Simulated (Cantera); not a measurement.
**Carbothermic reduction: Cu2O + CH4 + H2**

Feed: 1 mol Cu2O, 0.42 mol CH4, 15 mol H2, equilibrated at 1 atm.

Method: chemical equilibrium by Gibbs-energy minimisation in Cantera with the NASA 1993 tables (ideal gas, pure condensed phases). Candidate condensed phases: C, C6H6, C7H8, C8H18, Cu, CuO, Cu(OH)2, Cu2O, H2O; 113 gas species. Kinetics and transport are ignored.

| T (K) | x H2 | x H2O | x CO | x CO2 | x CH4 | n Cu(s) | n Cu(l) |
|---|---|---|---|---|---|---|---|
| 1200 | 0.939 | 0.0353 | 0.0249 | 0.000681 | 0.000246 | 2.00 | 0 |
| 1225 | 0.939 | 0.0352 | 0.0250 | 0.000639 | 0.000156 | 2.00 | 0 |
| 1250 | 0.939 | 0.0352 | 0.0251 | 0.000602 | 0.000101 | 2.00 | 0 |
| 1275 | 0.939 | 0.0352 | 0.0252 | 0.000568 | 6.58e-5 | 2.00 | 0 |
| 1300 | 0.939 | 0.0352 | 0.0253 | 0.000537 | 4.37e-5 | 2.00 | 0 |
| 1325 | 0.939 | 0.0352 | 0.0253 | 0.000509 | 2.95e-5 | 2.00 | 0 |
| 1350 | 0.939 | 0.0352 | 0.0253 | 0.000483 | 2.02e-5 | 2.00 | 0 |
| 1375 | 0.939 | 0.0352 | 0.0254 | 0.000460 | 1.40e-5 | 0 | 2.00 |
| 1400 | 0.939 | 0.0352 | 0.0254 | 0.000439 | 9.85e-6 | 0 | 2.00 |
x: gas mole fraction; n: condensed amount in mol.

From 1200 K to 1350 K the condensed part is Cu(s). From 1375 K to 1400 K the condensed part is Cu(l). The main Cu-bearing gas is Cu throughout.
